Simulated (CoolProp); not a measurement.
Properties of dodecamethylcyclohexasiloxane (D6) at several states (Tc = 372.6 °C, pc = 0.9614 MPa, ω = 0.736).

Model: reference Helmholtz-energy equation of state, Colonna 2008, in CoolProp. It is a short technical equation, of lower accuracy than the large ones.

| T (°C) | p (MPa) | phase | cv (kJ/(kg K)) | isothermal compressibility (1/MPa) |
|---|---|---|---|---|
| 54.25 | 1.6 | liquid | ___ | ___ |
| 277.65 | 0.0824 | gas | ___ | ___ |
| 228.95 | 0.798 | liquid | ___ | 0.01185 |
| 97.85 | 0.676 | liquid | 1.552 | ___ |
| 162.55 | 0.406 | liquid | 1.675 | ___ |

### Question
Fill in the missing entries.

### Answer

- 54.25, cv (kJ/(kg K)): 1.472
- 54.25, isothermal compressibility (1/MPa): 0.002965
- 277.65, cv (kJ/(kg K)): 1.824
- 277.65, isothermal compressibility (1/MPa): 12.98
- 228.95, cv (kJ/(kg K)): 1.793
- 97.85, isothermal compressibility (1/MPa): 0.004010
- 162.55, isothermal compressibility (1/MPa): 0.006529
